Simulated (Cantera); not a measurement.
AlN + Br2 + O2 (chemical vapour transport)

A closed system holds: 1 mol AlN, 1 mol Br2, 0.031 mol O2, equilibrated at 1500 Pa.

Cantera equilibrium calculation (NASA polynomials, part measured and part estimated; ideal gas, pure solids and liquids). Candidate condensed phases: Al, AlBr3, AlN, Al2O3, Br2; 21 gas species. Mutual solubility and eutectic melting of coexisting phases are not modelled. Kinetics and transport are ignored.

From 775 K to 1375 K the condensed part is AlN(s) + Al2O3(s). The main Al-bearing gas is AlBr3 throughout.

| T (K) | x AlBr3 | x N2 | x Al2Br6 | x Br | n AlN(s) | n Al2O3(s) |
|---|---|---|---|---|---|---|
| 775 | 0.640 | 0.350 | 0.0101 | 8.57e-8 | 0.292 | 0.0207 |
| 825 | 0.648 | 0.348 | 0.00377 | 3.34e-7 | 0.292 | 0.0207 |
| 875 | 0.651 | 0.347 | 0.00156 | 1.11e-6 | 0.292 | 0.0207 |
| 925 | 0.652 | 0.347 | 0.000711 | 3.26e-6 | 0.292 | 0.0207 |
| 975 | 0.653 | 0.347 | 0.000353 | 8.55e-6 | 0.292 | 0.0207 |
| 1025 | 0.653 | 0.347 | 0.000188 | 2.05e-5 | 0.292 | 0.0207 |
| 1075 | 0.653 | 0.347 | 0.000107 | 4.52e-5 | 0.292 | 0.0207 |
| 1125 | 0.653 | 0.347 | 6.41e-5 | 9.32e-5 | 0.292 | 0.0207 |
| 1175 | 0.653 | 0.347 | 4.03e-5 | 0.000181 | 0.292 | 0.0207 |
| 1225 | 0.653 | 0.347 | 2.64e-5 | 0.000333 | 0.292 | 0.0207 |
| 1275 | 0.653 | 0.347 | 1.79e-5 | 0.000585 | 0.292 | 0.0207 |
| 1325 | 0.652 | 0.346 | 1.26e-5 | 0.000985 | 0.292 | 0.0207 |
| 1375 | 0.651 | 0.346 | 9.05e-6 | 0.00160 | 0.292 | 0.0207 |
x: gas mole fraction; n: condensed amount in mol.
